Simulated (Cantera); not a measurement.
A diamond (100) surface in a fixed gas of H2 with x(CH4) = 0.0036, x(H) = 0.0016, x(CH3) = 2.3e-05, at 1350 K; coverages are run to steady state.

Computed with Cantera and the Harris–Goodwin 1993 mechanism for the reconstructed diamond (100) surface.

θ: site fractions in the mechanism's names (c6HH fully hydrogenated, c6H* and c6*H radical sites, c6** diradical, c6HM methylated).

| P (Pa) | growth (µm/h) | θ c6HH | θ c6H* | θ c6*H | θ c6** |
|---|---|---|---|---|---|
| 530 | … | 0.391 | 0.0525 | 0.518 | 0.0380 |
| 860 | … | 0.392 | 0.0525 | 0.518 | 0.0380 |
| 1400 | … | 0.392 | 0.0525 | 0.518 | 0.0380 |
| 2200 | … | 0.392 | 0.0525 | 0.518 | 0.0379 |
| 3500 | … | 0.392 | 0.0525 | 0.518 | 0.0379 |
| 5700 | … | 0.392 | 0.0525 | 0.518 | 0.0379 |
| 9100 | … | 0.392 | 0.0525 | 0.518 | 0.0379 |
| 15000 | … | 0.392 | 0.0525 | 0.517 | 0.0379 |

Problem. Fill in the missing entries.

Solution. 
- 530, growth (µm/h): 0.00449
- 860, growth (µm/h): 0.0102
- 1400, growth (µm/h): 0.0220
- 2200, growth (µm/h): 0.0430
- 3500, growth (µm/h): 0.0819
- 5700, growth (µm/h): 0.155
- 9100, growth (µm/h): 0.282
- 15000, growth (µm/h): 0.531
